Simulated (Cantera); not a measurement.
Feed: 1 mol KCl, 1.9 mol H2, 30 mol N2, at 0.0495 Torr.

Method: chemical equilibrium by Gibbs-energy minimisation in Cantera with the NASA 1993 tables (ideal gas, pure condensed phases). Candidate condensed phases: K, KCl, NH4Cl; 17 gas species. Equilibrium is a limit: real reactors are often held back by kinetics, nucleation or transport. All values below are at 723 K.

Base state: N2 0.940, H2 0.0596, KCl 0.000116, K2Cl2 1.33e-5 (mole fractions); condensed: KCl(s).

Problem. What changes in the equilibrium state with this change: KCl replaced by BaF2?

Solution. 
```csv
species,before,after
N2,0.940,0.940
H2,0.0596,0.0596
KCl,0.000116,0
K2Cl2,1.33e-5,0
"KCl(s), mol",0.995,0
"BaF2(s), mol",0,1.00
```
Further candidate phases: Ba, BaF2.
